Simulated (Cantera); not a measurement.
Input (Python, Cantera) and output of one run.

```python
import numpy as np
import cantera as ct

gas_names = """
    C CO CO2 C2 C2O C3 C3O2 C4 C5 Fe FeC5O5 FeO O O2 O3
""".split()
cond_names = """
    C(gr) Fe(a) Fe(c) Fe(d) Fe(L) FeC5O5(L) FeO(s) FeO(L) Fe2O3(s) Fe3O4(s)
""".split()


def load(file, names, dense=False):
    # The tables refer to 1 bar. Condensed volumes are neglected.
    table = {s.name: s for s in ct.Species.list_from_file(file)}
    out = []
    for n in names:
        d = dict(table[n].input_data)
        d["thermo"] = dict(d["thermo"], **{"reference-pressure": 1e5})
        if dense:
            d["equation-of-state"] = {"model": "constant-volume", "density": "1e6 g/cm^3"}
        out.append(ct.Species.from_dict(d))
    return out


gas = ct.Solution(thermo="ideal-gas", species=load("nasa_gas.yaml", gas_names))
cond = {s.name: ct.Solution(thermo="fixed-stoichiometry", species=[s], name=s.name)
        for s in load("nasa_condensed.yaml", cond_names, dense=True)}
atoms = {
    'Fe2O3': {'Fe': 2, 'O': 3},
    'CO': {'C': 1, 'O': 1},
}
top_T = {'C(gr)': 4500, 'Fe2O3(s)': 1830, 'Fe3O4(s)': 1870}  # K; cautious upper limits of use, not melting points


def equilibrate(T, P, feed):
    n = {}
    for name, mol in feed.items():
        for a, k in atoms[name].items():
            n[a] = n.get(a, 0.0) + k * mol
    gas.TPX = T, P, n
    mass = sum(n.values()) * gas.mean_molecular_weight
    gas.equilibrate("TP")
    valid = [c for c in cond.values() if c.min_temp <= T <= top_T.get(c.name, c.max_temp)]
    mix = ct.Mixture([(gas, mass / gas.mean_molecular_weight)] + [(c, 0.0) for c in valid])
    mix.T, mix.P = T, P
    mix.equilibrate("TP", solver="vcs", rtol=1e-11, max_steps=5000)
    return mix


results = []
feed = {'Fe2O3': 1, 'CO': 3.5}  # mol
T = 1823.15  # K
for P in [10, 68, 460, 3200, 22000, 150000, 1000000]:
    mix = equilibrate(T, P, feed)
    results.append((T, P, feed, dict(zip(mix.species_names, mix.species_moles))))

top = {s: max(r[3][s] / sum(r[3][g] for g in gas_names) for r in results) for s in gas_names}
cols = sorted((s for s in top if top[s] > 1e-06), key=lambda s: -top[s])[:8]
seen = [c for c in cond_names if any(r[3].get(c, 0) > 1e-12 for r in results)]
print("log10 of partial pressures in bar; condensed amounts in mol")
print(f"{'P/Pa':>10s}" + "".join(f"{s[:9]:>10s}" for s in cols + seen))
for T, P, feed, n in results:
    ng = sum(n[g] for g in gas_names)
    print(f"{P:10.4g}" + "".join(f"{np.log10(max(n[s] / ng * P / 1e5, 1e-99)):10.3f}" for s in cols)
          + "".join(f"{n.get(c, 0):10.4g}" for c in seen))
```

It prints:

```
log10 of partial pressures in bar; condensed amounts in mol
      P/Pa        CO       CO2        Fe       FeO        O2         O    FeO(L)
        10    -4.240    -4.467    -5.096    -6.634    -7.622    -7.632     1.685
        68    -3.331    -3.695    -4.960    -6.634    -7.895    -7.768     1.941
       460    -2.486    -2.879    -4.931    -6.634    -7.953    -7.797     1.991
      3200    -1.641    -2.039    -4.926    -6.634    -7.962    -7.802     1.999
   2.2e+04    -0.804    -1.202    -4.926    -6.634    -7.963    -7.803         2
   1.5e+05     0.030    -0.368    -4.925    -6.634    -7.964    -7.803         2
     1e+06     0.854     0.456    -4.925    -6.634    -7.964    -7.803         2
```

Equilibrium computed with Cantera from the NASA thermochemical tables; the gas is ideal and each condensed phase is pure. The tables' stoichiometric FeO is somewhat more stable than real wüstite, so its field is too wide. FeO: taken at fixed stoichiometry.
